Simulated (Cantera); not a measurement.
**Equilibrium for nitride etching: Si3N4 + H2**

Feed: 1 mol Si3N4, 560 mol H2, at 8.70 Pa.

Equilibrium computed with Cantera from the NASA thermochemical tables; the gas is ideal and each condensed phase is pure. Candidate condensed phases: Si, Si3N4; 18 gas species. Mutual solubility and eutectic melting of coexisting phases are not modelled. Rates play no part.

| T (°C) | x H2 | x H | x N2 | x Si | x SiH | x SiH2 | x Si2 | n Si3N4(s) | n Si(s) |
|---|---|---|---|---|---|---|---|---|---|
| 427 | 1.00 | 2.71e-12 | <1e-12 | <1e-12 | <1e-12 | <1e-12 | <1e-12 | 1.00 | 0 |
| 527 | 1.00 | 3.11e-10 | 6.15e-12 | <1e-12 | <1e-12 | <1e-12 | <1e-12 | 1.00 | 0 |
| 627 | 1.00 | 1.25e-8 | 1.28e-9 | <1e-12 | <1e-12 | 3.71e-12 | <1e-12 | 1.00 | 0 |
| 727 | 1.00 | 2.43e-7 | 1.88e-7 | 2.04e-12 | 1.32e-12 | 9.37e-11 | <1e-12 | 1.000 | 0 |
| 827 | 1.000 | 2.77e-6 | 1.11e-5 | 2.72e-10 | 7.64e-11 | 1.32e-9 | <1e-12 | 0.997 | 0.00929 |
| 927 | 1.000 | 2.12e-5 | 0.000328 | 1.59e-8 | 2.23e-9 | 1.19e-8 | 1.38e-12 | 0.908 | 0.275 |
| 1027 | 0.996 | 0.000118 | 0.00356 | 4.98e-7 | 3.85e-8 | 7.62e-8 | 1.22e-10 | 0 | 3.00 |
| 1127 | 0.996 | 0.000520 | 0.00356 | 9.46e-6 | 4.40e-7 | 3.75e-7 | 5.62e-9 | 0 | 2.99 |
| 1227 | 0.994 | 0.00188 | 0.00355 | 0.000121 | 3.61e-6 | 1.49e-6 | 1.55e-7 | 0 | 2.93 |
| 1327 | 0.990 | 0.00580 | 0.00354 | 0.00112 | 2.27e-5 | 4.95e-6 | 2.79e-6 | 0 | 2.35 |
x: gas mole fraction; n: condensed amount in mol.

From 427 °C to 727 °C the condensed part is Si3N4(s). From 827 °C to 927 °C the condensed part is Si(s) + Si3N4(s). From 1027 °C to 1327 °C the condensed part is Si(s).
